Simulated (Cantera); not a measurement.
An isothermal, constant-pressure homogeneous reactor starts with 5.88 % CH4, 94.1 % N2, at 2000 K and 10.5 Torr.

Computed with Cantera and GRI-Mech 3.0 (53 species, 325 reactions). GRI-Mech 3.0 stops at C3 and has no aromatics, soot or wall deposition, so with more carbon than oxygen in the feed, carbon stays in small species such as C2H2 where larger ones or solid carbon would form. Radical loss at walls, strong at low pressure, is not modelled.

x: mole fraction; the columns are a selection and need not sum to one.

```tsv
t (s)	x CH4	x CH3	x CH2	x C2H4	x H	x HCN
9.00e-6	0.0588	4.49e-6	1.39e-11	1.56e-12	[?]	<1e-12
3.33e-5	0.0588	2.10e-5	6.30e-10	1.21e-10	[?]	<1e-12
0.000123	0.0587	9.49e-5	1.49e-8	1.73e-8	8.83e-6	2.98e-12
0.000457	0.0584	0.000373	1.86e-7	1.50e-6	9.30e-6	6.95e-11
0.00169	0.0572	0.00137	1.86e-6	8.24e-5	[?]	2.75e-9
0.00627	0.0470	0.00387	1.28e-5	0.00217	[?]	3.08e-7
0.0232	0.0136	0.00204	1.44e-5	0.000628	[?]	1.14e-5
0.0861	0.00175	0.000414	5.89e-6	1.89e-5	[?]	5.16e-5
0.319	0.000117	4.79e-5	1.27e-6	4.83e-7	[?]	0.000136
1.18	1.56e-6	1.06e-6	4.70e-8	2.35e-7	[?]	0.000204
4.37	1.43e-7	1.34e-7	8.30e-9	2.11e-7	0.00387	0.000209
16.2	1.34e-7	1.28e-7	8.05e-9	2.10e-7	0.00395	0.000217
60.0	1.43e-7	1.37e-7	8.59e-9	2.10e-7	0.00395	0.000250
```

Some entries are withheld; supply them.


- 9.00e-6, x H: 3.08e-6
- 3.33e-5, x H: 7.03e-6
- 0.00169, x H: 1.65e-5
- 0.00627, x H: 0.000120
- 0.0232, x H: 0.000525
- 0.0861, x H: 0.000978
- 0.319, x H: 0.00171
- 1.18, x H: 0.00282
